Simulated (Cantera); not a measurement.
**Equilibrium for abatement and gas-phase synthesis: NH3 + H2O + SO2**

Charge: 1 mol NH3, 0.25 mol H2O, 0.83 mol SO2, held at 1673.15 K.

These are equilibrium values from Cantera (NASA tables, ideal gas, pure condensed phases), not measurements of a reactor. Candidate condensed phases: H2O, H2SO4, S; 35 gas species. The ideal-gas law is rough above about 30 bar. Rates play no part.

| P (Pa) | x H2O | x H2 | x N2 | x SO2 | x H2S | x S2 | x SO | x S2O |
|---|---|---|---|---|---|---|---|---|
| 10 | 0.300 | 0.284 | 0.169 | 0.151 | 0.000964 | 0.0393 | 0.0407 | 0.000166 |
| 52 | 0.349 | 0.247 | 0.172 | 0.139 | 0.00225 | 0.0544 | 0.0280 | 0.000307 |
| 280 | 0.397 | 0.206 | 0.174 | 0.125 | 0.00486 | 0.0677 | 0.0184 | 0.000522 |
| 1400 | 0.440 | 0.167 | 0.177 | 0.111 | 0.00945 | 0.0776 | 0.0120 | 0.000816 |
| 7600 | 0.479 | 0.129 | 0.179 | 0.0986 | 0.0177 | 0.0840 | 0.00756 | 0.00124 |
| 40000 | 0.508 | 0.0955 | 0.182 | 0.0893 | 0.0302 | 0.0853 | 0.00477 | 0.00181 |
| 210000 | 0.528 | 0.0668 | 0.184 | 0.0842 | 0.0473 | 0.0816 | 0.00303 | 0.00258 |
| 1100000 | 0.538 | 0.0440 | 0.186 | 0.0833 | 0.0678 | 0.0734 | 0.00194 | 0.00358 |
| 5700000 | 0.540 | 0.0277 | 0.188 | 0.0858 | 0.0893 | 0.0622 | 0.00125 | 0.00485 |
| 30000000 | 0.535 | 0.0167 | 0.189 | 0.0904 | 0.110 | 0.0496 | 0.000801 | 0.00636 |
x: gas mole fraction; nothing condenses.

From 0.0750 Torr to 225000 Torr nothing is condensed.
